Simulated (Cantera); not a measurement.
A freely propagating, adiabatic, planar premixed flame of 7.50 % C2H6, 18.7 % O2, 70.5 % N2, 3.15 % H2O, 0.150 % CO2, equivalence ratio 1.4, unburnt at 475 K and 7500 Torr; mixture-averaged transport, grid criteria slope 0.08 and curve 0.16, no radiation.

Detailed kinetics in Cantera: GRI-Mech 3.0 (53 species, 325 reactions). Burning velocities carry a grid error of a few per cent, more on coarse grids.

Question: Predict: laminar burning velocity; thermal thickness; peak x(HCN); peak x(CH2O).

Answer: 
```
Property                      Value
------------------------  ---------
laminar burning velocity  26.3 cm/s
thermal thickness         0.0871 mm
peak x(HCN)                 2.01e-5
peak x(CH2O)                0.00175
```
